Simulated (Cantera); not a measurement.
Charge: 1 mol Si, 1 mol Cl2, 13 mol H2, at 1425 °C and 10000 Pa.

Equilibrium computed with Cantera from the NASA thermochemical tables; the gas is ideal and each condensed phase is pure. Candidate condensed phases: Si; 19 gas species. The tables' values for SiCl3, SiCl are old estimates; treat these amounts as uncertain. Gases not in the tables: Si2H6 and higher silanes. Equilibrium is a limit: real reactors are often held back by kinetics, nucleation or transport.

Base state: H2 0.887, HCl 0.0837, SiCl2 0.0284, SiCl3 0.000649, H 0.000431, SiHCl3 5.98e-5, Cl 3.16e-5, SiCl 3.03e-5 (mole fractions); condensed: Si(l).

Question: What changes in the equilibrium state with this change: Cl2 from 1 to 0.68 mol?

Answer: 
```
species       before     after
----------  --------  --------
H2             0.887     0.917
HCl           0.0837    0.0651
SiCl2         0.0284    0.0166
SiCl4        2.93e-5   1.00e-5
SiCl3       0.000649  0.000290
SiHCl3       5.98e-5   2.72e-5
SiH2Cl2      2.12e-5   1.28e-5
Cl           3.16e-5   2.42e-5
Si(l), mol     0.591     0.767
```

Question: What changes in the equilibrium state with this change: H2 from 13 to 5.2 mol?

Answer: 
```csv
species,before,after
H2,0.887,0.772
HCl,0.0837,0.137
SiCl2,0.0284,0.0870
SiCl4,2.93e-5,0.000275
SiCl3,0.000649,0.00348
SiHCl3,5.98e-5,0.000299
"Si(l), mol",0.591,0.436
```

Question: What changes in the equilibrium state with this change: Cl2 from 1 to 0.65 mol?

Answer: 
| species | before | after |
|---|---|---|
| H2 | 0.887 | 0.920 |
| HCl | 0.0837 | 0.0631 |
| SiCl2 | 0.0284 | 0.0156 |
| SiCl4 | 2.93e-5 | 8.81e-6 |
| SiCl3 | 0.000649 | 0.000263 |
| Si(l), mol | 0.591 | 0.783 |
